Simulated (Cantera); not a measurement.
Feed: 1 mol AlCl₃, 6.9 mol N₂, 6.8 mol H₂, at 1702 °C and 0.00780 bar.

Equilibrium computed with Cantera from the NASA thermochemical tables; the gas is ideal and each condensed phase is pure. Candidate condensed phases: Al, AlCl₃, AlN, NH₄Cl; 20 gas species. The tables' values for AlCl₂ are old estimates; treat these amounts as uncertain. Rates play no part.

Base state: N₂ 0.438, H₂ 0.368, HCl 0.119, AlCl 0.0580, H 0.00940, AlCl₂ 0.00468, Cl 0.00226, AlCl₃ 0.000774 (mole fractions); condensed: gas only.

Problem. What changes in the equilibrium state with this change: pressure from 0.00780 bar to 0.100 bar?

Solution. 
```csv
species,before,after
N₂,0.438,0.444
H₂,0.368,0.384
HCl,0.119,0.105
AlCl,0.0580,0.0467
AlCl₂,0.00468,0.0117
AlCl₃,0.000774,0.00595
Cl,0.00226,0.000546
Al,8.16e-5,2.13e-5
H,0.00940,0.00268
```
